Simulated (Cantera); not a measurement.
A freely propagating, adiabatic, planar premixed flame of 8.64 % CO, 3.89 % H2, 3.28 % CH4, 14.3 % O2, 69.9 % N2, unburnt at 300 K and 800000 Pa; mixture-averaged transport, grid criteria slope 0.08 and curve 0.16, no radiation.

Cantera simulation using GRI-Mech 3.0 (53 species, 325 reactions); the numbers are that mechanism's predictions, not measurements. Burning velocities carry a grid error of a few per cent, more on coarse grids.

Problem. Predict: laminar burning velocity; thermal thickness; peak x(O).

Solution. 
* **laminar burning velocity**: 14.3 cm/s
* **thermal thickness**: 0.124 mm
* **peak x(O)**: 0.000900
